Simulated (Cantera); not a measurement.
What does this Cantera script print?

```python
import numpy as np
import cantera as ct

gas_names = [...]  # 77 gases of nasa_gas.yaml made of C, H, Ti
cond_names = """
    C(gr) C6H6(L) C7H8(L) C8H18(L),n-octa Ti(a) Ti(b) Ti(L) TiC(s) TiC(L)
""".split()


# ... load() reads the species with a 1 bar reference pressure and builds the phases ...
atoms = {
    'TiC': {'Ti': 1, 'C': 1},
    'C': {'C': 1},
    'H2': {'H': 2},
}
top_T = {'C(gr)': 4500}  # K; cautious upper limits of use, not melting points


# ... equilibrate(T, P, feed) seeds the gas with the atoms and calls Mixture.equilibrate('TP', solver="vcs", rtol=1e-11, max_steps=5000) ...
results = []
feed = {'TiC': 1, 'C': 0.0035, 'H2': 0.99}  # mol
T = 2900  # K
P = 1000  # Pa
mix = equilibrate(T, P, feed)
results.append((T, P, feed, dict(zip(mix.species_names, mix.species_moles))))
x = sorted(zip(gas.X, gas.species_names), reverse=True)
print(f"T = {T:g} K  P = {P:g} Pa  gas = {mix.phase_moles(0):.4g} mol")
print("   x: " + "  ".join(f"{s} {v:.3e}" for v, s in x if v > 1e-05))
print("   condensed (mol): " + ("  ".join(f"{mix.phase(i).name} {mix.phase_moles(i):.4g}"
      for i in range(1, mix.n_phases) if mix.phase_moles(i) > 1e-12) or "none"))
```

Result:

```
T = 2900 K  P = 1000 Pa  gas = 1.521 mol
   x: H 6.500e-01  H2 3.198e-01  Ti 1.968e-02  C2H2,acetylene 5.162e-03  C3 2.145e-03  C2H 1.554e-03  C 1.121e-03  C2 3.609e-04  C4H2 3.473e-05  CH 3.376e-05  C2H2,vinylidene 1.282e-05  C5 1.006e-05
   condensed (mol): TiC(s) 0.9701
```

Method: chemical equilibrium by Gibbs-energy minimisation in Cantera with the NASA 1993 tables (ideal gas, pure condensed phases). TiC: taken at fixed stoichiometry.
